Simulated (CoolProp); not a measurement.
Vapour-liquid equilibrium of R22 (1) + c-C4F8 (RC318) (2) at 297.1 K; x and y are mole fractions of (1).

The numbers come from the multi-fluid Helmholtz-energy mixture model, Kamei 1995 and Platzer 1990; pair parameters Bell 2016 in CoolProp. This equation is an older, rougher fit; its heat capacities, sound speeds and derivatives of the liquid may be far off and weren't checked against measurements.

**Question.** Give the bubble pressure and the first vapour's composition at x = 0.35, 0.65, 0.8. Is there an azeotrope?

**Answer.** x = 0.35: 6.277 bar, y = 0.680; x = 0.65: 8.782 bar, y = 0.847; x = 0.8: 9.479 bar, y = 0.895. No azeotrope shows between x = 0.05 and 0.95.

The pair parameters rest on a limited set of measurements; away from them the model extrapolates. The gap from Raoult's law changes sign with composition, which may be real or a fault of the pair parameters; it wasn't checked against measurements.
